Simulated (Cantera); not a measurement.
A closed system holds: 1 mol Pb, 47 mol H₂, equilibrated at 0.133 bar.

Equilibrium computed with Cantera from the NASA thermochemical tables; the gas is ideal and each condensed phase is pure. Candidate condensed phases: Pb; 4 gas species. Kinetics and transport are ignored.

x: gas mole fraction; n: condensed amount in mol.

```tsv
T (K)	x H₂	x Pb	x H	x Pb₂	n Pb(s)	n Pb(l)
548	1.00	<1e-12	<1e-12	<1e-12	1.00	0
598	1.00	?	<1e-12	<1e-12	1.00	0
648	1.00	?	<1e-12	<1e-12	0	1.00
698	1.00	?	<1e-12	<1e-12	0	1.00
748	1.00	?	<1e-12	<1e-12	0	1.000
798	1.00	?	7.30e-12	<1e-12	0	1.000
848	1.000	?	5.21e-11	<1e-12	0	1.000
898	1.000	?	3.00e-10	5.55e-12	0	1.000
948	1.000	?	1.44e-9	4.97e-11	0	0.998
998	1.000	?	5.89e-9	3.55e-10	0	0.995
1048	1.000	?	2.12e-8	2.09e-9	0	0.984
1098	0.999	?	6.77e-8	1.04e-8	0	0.959
1148	0.998	?	1.96e-7	4.49e-8	0	0.901
1198	0.995	?	5.19e-7	1.71e-7	0	0.779
```

**Question.** What belongs in the gaps?

**Answer.** 
- 598, x Pb: 3.40e-11
- 648, x Pb: 6.31e-10
- 698, x Pb: 7.62e-9
- 748, x Pb: 6.56e-8
- 798, x Pb: 4.30e-7
- 848, x Pb: 2.24e-6
- 898, x Pb: 9.71e-6
- 948, x Pb: 3.59e-5
- 998, x Pb: 0.000116
- 1048, x Pb: 0.000335
- 1098, x Pb: 0.000876
- 1148, x Pb: 0.00210
- 1198, x Pb: 0.00468
